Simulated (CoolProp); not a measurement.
The numbers come from the reference Helmholtz-energy equation of state, Guder 2009 in CoolProp.

Q: Give the vapour pressure (MPa), liquid cp (kJ/(kg K)), vapour Z, liquid viscosity (µPa s) of saturated sulfur hexafluoride at 276.9 K.

A: 
| T (K) | p (MPa) | liquid cp (kJ/(kg K)) | vapour Z | liquid viscosity (µPa s) |
|---|---|---|---|---|
| 276.9 | 1.39 | 1.06 | 0.750 | 173 |

Viscosity comes from a separate model (Quiñones-Cisneros 2012).
